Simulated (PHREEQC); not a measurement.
Make-up at 25 °C: 0.0021 mol Fe(NO3)3 per kg of water. Closed to the air; pH follows from the charge balance.

Computed with PHREEQC (ion-association model, phreeqc.dat).

Each row changes one thing in this solution. This is a speciation only: nothing precipitates in the calculation.

```tsv
case	pH	ionic strength (mol/kgw)
as made	2.78	0.00960
4.3e-05 mol/kgw Ca(OH)2 added	2.79	?
Fe(NO3)3 replaced by KNO3 at the same molality	7.00	0.00210
Fe(NO3)3 from 0.0021 to 0.021 mol/kgw	2.06	0.119
Fe(NO3)3 from 0.0021 to 0.00042 mol/kgw	3.29	?
temperature from 25 to 85 °C	2.59	0.00775
```

Q: Complete the blanks.

A: 
- 4.3e-05 mol/kgw Ca(OH)2 added, ionic strength (mol/kgw): 0.00961
- Fe(NO3)3 from 0.0021 to 0.00042 mol/kgw, ionic strength (mol/kgw): 0.00160

Some of these states are supersaturated (in Hematite (slow to form), Goethite (slow to form), Fe(OH)3(a), for instance). Constants without temperature data keep their 25 °C values here.
